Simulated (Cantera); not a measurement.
Charge: 1 mol BF3, 4 mol O2, 0.14 mol H2, at 902 °C and 0.495 Torr.

Cantera equilibrium calculation (NASA polynomials, part measured and part estimated; ideal gas, pure solids and liquids). Candidate condensed phases: B, B2O3, B3O3H3, H2O; 43 gas species. Kinetics and transport are ignored.

Base state: O2 0.755, BF3 0.166, HF 0.0528, BOF 0.0253, H2O 0.000456, B3O3F3 0.000343, HBO2 6.11e-5, BOF2 2.30e-5 (mole fractions); condensed: gas only.

Question: What changes in the equilibrium state with this change: H2 from 0.14 to 0.37 mol?

Answer: 
| species | before | after |
|---|---|---|
| O2 | 0.755 | 0.696 |
| BF3 | 0.166 | 0.122 |
| HF | 0.0528 | 0.121 |
| BOF | 0.0253 | 0.0509 |
| H2O | 0.000456 | 0.00654 |
| HBO2 | 6.11e-5 | 0.000771 |
| B3O3F3 | 0.000343 | 0.00281 |
